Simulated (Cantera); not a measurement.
An isothermal, constant-pressure homogeneous reactor starts with H₂ : O₂ = 0.0088 : 1 (molar parts), at 1325 K and 0.00300 bar.

Cantera simulation using GRI-Mech 3.0 (53 species, 325 reactions); the numbers are that mechanism's predictions, not measurements. Radical loss at walls, strong at low pressure, is not modelled.

x: mole fraction; the columns are a selection and need not sum to one.

```csv
t (s),x H₂,x O₂,x H,x O,x HO₂,x OH
0.000100,0.00872,0.991,[?],5.12e-10,1.52e-9,5.08e-10
0.000374,0.00872,0.991,[?],4.19e-9,5.67e-9,4.04e-9
0.00140,0.00872,0.991,[?],2.75e-8,2.12e-8,2.43e-8
0.00523,0.00872,0.991,[?],4.09e-7,7.92e-8,3.28e-7
0.0196,0.00767,0.990,[?],0.000705,1.80e-7,0.000520
0.0731,3.11e-5,0.983,0.000258,0.00774,1.09e-7,0.000981
0.273,3.02e-5,0.983,0.000247,0.00753,1.07e-7,0.000968
1.02,2.74e-5,0.984,[?],0.00679,1.02e-7,0.000923
3.82,1.97e-5,0.986,[?],0.00481,8.62e-8,0.000783
14.3,7.87e-6,0.989,[?],0.00188,5.22e-8,0.000495
53.5,1.41e-6,0.991,[?],0.000332,1.84e-8,0.000210
200,1.71e-7,0.991,[?],3.99e-5,7.00e-9,7.33e-5
```

**Question.** Complete the blanks.

**Answer.** 
- 0.000100, x H: 1.02e-9
- 0.000374, x H: 1.92e-9
- 0.00140, x H: 4.09e-9
- 0.00523, x H: 3.66e-8
- 0.0196, x H: 6.21e-5
- 1.02, x H: 0.000213
- 3.82, x H: 0.000128
- 14.3, x H: 3.14e-5
- 53.5, x H: 2.35e-6
- 200, x H: 9.86e-8
